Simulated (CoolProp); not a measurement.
Properties of ethanol along the isotherm 430.8 K (Tc = 514.7 K, pc = 6.268 MPa, ω = 0.644).

Values from CoolProp's reference Helmholtz-energy equation of state, Schroeder 2014.

| p (MPa) | phase | density (kg/m³) | cv (kJ/(kg K)) | Joule-Thomson coefficient (K/MPa) | Prandtl number | fugacity coefficient |
|---|---|---|---|---|---|---|
| 1.31 | liquid | 637.7 | 2.926 | 0.06271 | 4.31 | 0.7862 |
| 2.61 | liquid | 641.6 | 2.916 | 0.04266 | 4.34 | 0.4051 |
| 3.92 | liquid | 645.2 | 2.906 | 0.02500 | 4.38 | 0.2769 |
| 5.22 | liquid | 648.7 | 2.898 | 0.009487 | 4.41 | 0.2134 |
| 6.53 | liquid | 652.0 | 2.890 | -0.004486 | 4.45 | 0.1750 |
| 7.83 | liquid | 655.1 | 2.883 | -0.01699 | 4.48 | 0.1498 |
| 9.14 | liquid | 658.1 | 2.876 | -0.02843 | 4.51 | 0.1316 |
| 10.4 | liquid | 660.8 | 2.870 | -0.03851 | 4.54 | 0.1186 |
| 11.8 | liquid | 663.8 | 2.864 | -0.04878 | 4.57 | 0.1074 |
| 13.1 | liquid | 666.4 | 2.858 | -0.05756 | 4.60 | 0.09918 |
| 14.4 | liquid | 668.9 | 2.853 | -0.06571 | 4.62 | 0.09251 |
| 15.7 | liquid | 671.4 | 2.848 | -0.07331 | 4.65 | 0.08699 |

Viscosity comes from a separate model (Kiselev 2005). Thermal conductivity comes from a separate model (Assael 2013).
